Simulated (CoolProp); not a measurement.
Toluene at 365.35 K and 0.0388 MPa is compressed adiabatically to 0.11 MPa with isentropic efficiency 0.85. Each further row changes one setting.

Computed with CoolProp (reference Helmholtz-energy equation of state, Lemmon 2006). It is a short technical equation, of lower accuracy than the large ones.

| case | work (kJ/kg) | final temperature (K) | final density (kg/m³) |
|---|---|---|---|
| as stated | 40.7 | 395.5 | 3.21 |
| efficiency 1 | 34.6 | 391.5 | 3.25 |
| efficiency 0.65 | 53.2 | 403.5 | 3.14 |
